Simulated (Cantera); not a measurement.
Charge: 1 mol Fe(CO)5, 2.9 mol O2, 0.15 mol H2, held at 1025 °C and 1 atm.

These are equilibrium values from Cantera (NASA tables, ideal gas, pure condensed phases), not measurements of a reactor. Candidate condensed phases: C, C6H6, C7H8, C8H18, Fe, Fe(CO)5, FeO, Fe(OH)2, Fe(OH)3, Fe2O3, Fe3O4, H2O; 114 gas species. The tables' stoichiometric FeO is somewhat more stable than real wüstite, so its field is too wide. FeO: taken at fixed stoichiometry. Equilibrium is a limit: real reactors are often held back by kinetics, nucleation or transport.

Base state: CO2 0.904, CO 0.0668, H2O 0.0279, H2 0.00118 (mole fractions); condensed: FeO(s).

Q: What changes in the equilibrium state with this change: 0.6 mol NH3 added?

A: 
```
species       before   after
-----------  -------  ------
CO2            0.904   0.614
CO            0.0668   0.174
H2O           0.0279   0.142
N2                 0  0.0472
H2           0.00118  0.0230
FeO(s), mol     1.00   1.000
```
